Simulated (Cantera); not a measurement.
**Premixed flame**

A freely propagating, adiabatic, planar premixed flame of H₂ : O₂ : N₂ = 1 : 0.893 : 2.41 (molar parts), equivalence ratio 0.56, unburnt at 350 K and 100.0 Torr; mixture-averaged transport, grid criteria slope 0.08 and curve 0.16, no radiation.

Cantera simulation using the H2/O2 subset of GRI-Mech 3.0, which has no nitrogen chemistry; the numbers are that mechanism's predictions, not measurements. Burning velocities carry a grid error of a few per cent, more on coarse grids. Lean hydrogen flames are cellular in practice and burn faster than this planar one.

```csv
z (mm),T (K),u (m/s),x H₂,x O₂,x H,x H₂O₂,x HO₂,x O
-13.4,350,1.97,0.232,0.208,<1e-8,<1e-8,<1e-8,<1e-8
-8.91,350,1.97,0.232,0.208,<1e-8,<1e-8,<1e-8,<1e-8
-6.68,350,1.97,0.232,0.208,<1e-8,<1e-8,<1e-8,<1e-8
-4.46,350,1.97,0.232,0.208,<1e-8,<1e-8,2.39e-8,<1e-8
-2.23,359,2.00,0.227,0.209,6.74e-6,4.88e-6,5.86e-5,9.58e-7
-1.11,594,3.22,0.189,0.207,0.00376,2.60e-5,8.28e-5,0.000122
0,1010,5.31,0.0973,0.173,0.0264,1.41e-6,2.98e-5,0.00503
1.11,1295,6.75,0.0290,0.121,0.0389,1.60e-6,1.66e-5,0.0151
2.23,1433,7.43,0.0176,0.108,0.0336,1.09e-6,1.23e-5,0.0175
4.46,1577,8.11,0.0154,0.104,0.0238,5.77e-7,9.20e-6,0.0160
8.91,1719,8.76,0.0128,0.102,0.0146,2.84e-7,6.62e-6,0.0128
17.8,1845,9.33,0.00924,0.101,0.00759,1.52e-7,4.40e-6,0.00894
35.6,1944,9.75,0.00566,0.101,0.00325,9.18e-8,2.79e-6,0.00535
```
x: mole fraction of selected species; z is measured from the peak of heat release.

```
Item                        Result
------------------------  --------
laminar burning velocity  197 cm/s
thermal thickness          4.46 mm
peak x(H)                   0.0389
peak x(H₂O₂)               3.26e-5
peak x(HO₂)               0.000147
peak x(O)                   0.0175
```
